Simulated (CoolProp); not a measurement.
Vapour-liquid equilibrium of ethane (1) + n-perfluorobutane (2) at 236.6 K; x and y are mole fractions of (1).

The numbers come from the multi-fluid Helmholtz-energy mixture model, Bücker 2006 and Gao 2022; pair parameters Bell 2016 in CoolProp.

```json
[
 {"x": "0.05", "bubble pressure (bar)": "1.082", "y at the bubble point": "0.820", "dew pressure at overall composition x (bar)": "0.2064", "liquid density (mol/L)": "7.422"},
 {"x": "0.2", "bubble pressure (bar)": "3.524", "y at the bubble point": "0.947", "dew pressure at overall composition x (bar)": "0.2452", "liquid density (mol/L)": "8.127"},
 {"x": "0.35", "bubble pressure (bar)": "5.118", "y at the bubble point": "0.965", "dew pressure at overall composition x (bar)": "0.3018", "liquid density (mol/L)": "8.950"},
 {"x": "0.5", "bubble pressure (bar)": "5.974", "y at the bubble point": "0.972", "dew pressure at overall composition x (bar)": "0.3921", "liquid density (mol/L)": "9.933"},
 {"x": "0.65", "bubble pressure (bar)": "6.552", "y at the bubble point": "0.976", "dew pressure at overall composition x (bar)": "0.5592", "liquid density (mol/L)": "11.14"},
 {"x": "0.8", "bubble pressure (bar)": "7.233", "y at the bubble point": "0.983", "dew pressure at overall composition x (bar)": "0.9742", "liquid density (mol/L)": "12.69"},
 {"x": "0.95", "bubble pressure (bar)": "8.251", "y at the bubble point": "0.994", "dew pressure at overall composition x (bar)": "3.747", "liquid density (mol/L)": "14.78"}
]
```

No azeotrope shows between x = 0.05 and 0.95.

The pair parameters rest on a limited set of measurements; away from them the model extrapolates. With so large a gap from Raoult's law the liquid may split in two, which this calculation doesn't test in full.
